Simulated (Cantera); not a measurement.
Charge: 1 mol SiO2, 3.3 mol HCl, 18 mol O2, at 1352 °C and 1000 Pa.

Cantera equilibrium calculation (NASA polynomials, part measured and part estimated; ideal gas, pure solids and liquids). Candidate condensed phases: H2O, Si, SiO2; 30 gas species. The tables hold silica as quartz up to 1696 K and as liquid above; real silica turns to tridymite and cristobalite and melts near 1996 K. Kinetics and transport are ignored.

Base state: O2 0.825, HCl 0.109, Cl 0.0417, H2O 0.0218, Cl2 0.00108, OH 0.000444, O 0.000177, ClO 8.04e-5 (mole fractions); condensed: SiO2(β-quartz).

Problem. What changes in the equilibrium state with this change: temperature from 1352 °C to 1452 °C?

Solution. 
```tsv
species	before	after
O2	0.825	0.820
HCl	0.109	0.0995
Cl	0.0417	0.0522
H2O	0.0218	0.0262
O	0.000177	0.000526
OH	0.000444	0.000978
Cl2	0.00108	0.000569
ClO	8.04e-5	9.03e-5
SiO2(β-quartz), mol	1.00	0
SiO2(condensed), mol	0	1.000
```
